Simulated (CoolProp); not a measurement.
The numbers come from the reference Helmholtz-energy equation of state, Lemmon 2006 in CoolProp. It is a short technical equation, of lower accuracy than the large ones.

### Question
For carbonyl sulfide, give the phase and the cv (kJ/(kg K)) at 5.55 °C and 0.332 MPa; 231.35 °C and 0.0191 MPa.

### Answer
- 5.55 °C and 0.332 MPa: gas; cv 0.553
- 231.35 °C and 0.0191 MPa: gas; cv 0.678
